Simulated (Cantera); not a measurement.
**Equilibrium for silicon etching in halogen gases: Si + Cl2 + N2**

Feed: 1 mol Si, 5.2 mol Cl2, 0.11 mol N2, equilibrated at 525 K and 5.63 Torr.

Cantera equilibrium calculation (NASA polynomials, part measured and part estimated; ideal gas, pure solids and liquids). Candidate condensed phases: Si, Si3N4; 13 gas species. Equilibrium is a limit: real reactors are often held back by kinetics, nucleation or transport.

| Quantity | Result |
|---|---|
| x(Cl2) | 0.742 |
| x(SiCl4) | 0.232 |
| x(N2) | 0.0255 |
| gas amount | 4.310 mol |
| log10 activity of Si(s) (absent) | -57.21 |
